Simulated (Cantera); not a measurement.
**Thermodynamics of silicon epitaxy and polysilicon growth, feed Si₂Cl₆ + N₂**

Input: 1 mol Si₂Cl₆, 160 mol N₂, equilibrated at 6.15 Torr.

Equilibrium computed with Cantera from the NASA thermochemical tables; the gas is ideal and each condensed phase is pure. Candidate condensed phases: Si, Si₃N₄; 13 gas species. The feed counts by its element totals alone. N₂ is the only nitrogen source here; it is nearly inert below about 1500 K, so the nitride shown seldom forms there in practice. The tables' values for SiCl₃ are old estimates; treat these amounts as uncertain. Rates play no part.

| T (K) | log p N₂ | log p SiCl₄ | log p SiCl₂ | log p Cl | log p SiCl₃ | log p Cl₂ | log p SiCl | log p Si | n Si₃N₄(s) |
|---|---|---|---|---|---|---|---|---|---|
| 1048 | -2.09 | -4.12 | -7.39 | -9.38 | -6.39 | -12.53 | <-14 | <-14 | 0.166 |
| 1123 | -2.09 | -4.12 | -6.46 | -8.62 | -5.84 | -11.85 | -14.05 | <-14 | 0.163 |
| 1198 | -2.09 | -4.14 | -5.65 | -7.97 | -5.37 | -11.26 | -12.47 | <-14 | 0.152 |
| 1273 | -2.09 | -4.20 | -4.96 | -7.39 | -4.99 | -10.76 | -11.09 | -13.76 | 0.114 |
| 1348 | -2.09 | -4.37 | -4.41 | -6.92 | -4.74 | -10.38 | -9.89 | -12.18 | 0.00860 |
| 1423 | -2.09 | -4.40 | -4.39 | -6.19 | -4.69 | -9.44 | -9.60 | -11.83 | 0 |
| 1498 | -2.09 | -4.42 | -4.39 | -5.53 | -4.66 | -8.58 | -9.35 | -11.55 | 0 |
| 1573 | -2.09 | -4.48 | -4.35 | -4.96 | -4.63 | -7.87 | -9.07 | -11.20 | 0 |
| 1648 | -2.09 | -4.63 | -4.27 | -4.53 | -4.62 | -7.38 | -8.68 | -10.67 | 0 |
log p: log10 of the partial pressure in bar; n: condensed amount in mol.

From 1048 K to 1348 K the condensed part is Si₃N₄(s). From 1423 K to 1648 K nothing is condensed. The main Si-bearing gas is SiCl₄ at 1048 K and SiCl₂ at 1648 K.
